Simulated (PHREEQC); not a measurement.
# Copper plating or etch bath: an equilibrium model

Make-up at 25 °C: 3.9 mmol/kgw Cu(NO3)2, 85 mmol/kgw H2SO4 and 1.3 mmol/kgw KCl. Closed to the air; pH follows from the charge balance.

All values are PHREEQC results (ion-association model, phreeqc.dat), not measurements.

* **pH**: 1.07
* **ionic strength**: 0.132 mol/kgw
* **specific conductance**: 35200 µS/cm
* **density**: 1.003 g/cm³
* **total alkalinity**: -170 meq/kg

| species | molality | activity | log γ |
|---|---|---|---|
| H+ | 0.104 | 0.0849 | -0.089 |
| HSO4- | 0.0658 | 0.0504 | -0.116 |
| SO4-2 | 0.0180 | 0.00611 | -0.469 |
| NO3- | 0.00780 | 0.00570 | -0.136 |
| Cu+2 | 0.00269 | 0.000996 | -0.431 |
| Cl- | 0.00130 | 0.000968 | -0.127 |
| K+ | 0.00125 | 0.000928 | -0.129 |
| CuSO4 | 0.00120 | 0.00124 | 0.013 |
| KSO4- | 5.16e-5 | 3.98e-5 | -0.113 |
| CuCl+ | 3.46e-6 | 2.60e-6 | -0.125 |
| CuCl2 | 1.31e-9 | 1.35e-9 | 0.013 |

Precipitation was switched off in this run.
